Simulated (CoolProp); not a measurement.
The fluid at 375.54 K and 0.373 MPa (stagnation) flows isentropically through a choked orifice. The same conditions are run with several fluids, on thermodynamics alone (safety and materials aside).

Model: reference Helmholtz-energy equation of state of each fluid (n-butane: Bücker 2006; oxygen: Schmidt 1985; R152A: Outcalt 1996; methane: Setzmann 1991; neopentane: Lemmon 2006), in CoolProp.

```json
[
 {"fluid": "n-butane", "throat to inlet pressure ratio": "0.595", "mass flux (kg/(m² s))": "1020", "throat temperature (K)": "360.8"},
 {"fluid": "oxygen", "throat to inlet pressure ratio": "0.529", "mass flux (kg/(m² s))": "816", "throat temperature (K)": "314.1"},
 {"fluid": "R152A", "throat to inlet pressure ratio": "0.583", "mass flux (kg/(m² s))": "1100", "throat temperature (K)": "353.4"},
 {"fluid": "methane", "throat to inlet pressure ratio": "0.547", "mass flux (kg/(m² s))": "562", "throat temperature (K)": "329.0"},
 {"fluid": "neopentane", "throat to inlet pressure ratio": "0.600", "mass flux (kg/(m² s))": "1130", "throat temperature (K)": "363.7"}
]
```

Above 300 K oxygen's equation is extrapolated.
